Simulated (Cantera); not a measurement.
Charge: 1 mol FeS, 2000 mol H₂, 0.87 mol H₂O, equilibrated at 8.25 Torr.

Cantera equilibrium calculation (NASA polynomials, part measured and part estimated; ideal gas, pure solids and liquids). Candidate condensed phases: Fe, FeO, Fe(OH)₂, Fe(OH)₃, FeS, FeSO₄, FeS₂, Fe₂O₃, Fe₂(SO₄)₃, Fe₃O₄, H₂O, H₂SO₄, S; 22 gas species. Kinetics and transport are ignored.

Q: Which condensed phases are stable at each of these points (T (K)): 1150, 1200, 1250, 1300, 1350, 1400, 1450, 1500, 1550, 1600, 1650, 1700, 1750?

A: 
```
T (K)  condensed phases  Fe condensed (%)
-----  ----------------  ----------------
1150              Fe(α)             100.0
1200              Fe(γ)             100.0
1250              Fe(γ)             100.0
1300              Fe(γ)             100.0
1350              Fe(γ)              99.9
1400              Fe(γ)              99.7
1450              Fe(γ)              99.1
1500              Fe(γ)              97.3
1550              Fe(γ)              92.4
1600              Fe(γ)              80.0
1650              Fe(γ)              50.8
1700           gas only               0.0
1750           gas only               0.0
```

At 1150 K the condensed part is Fe(α). From 1200 K to 1650 K the condensed part is Fe(γ). From 1700 K to 1750 K nothing is condensed.
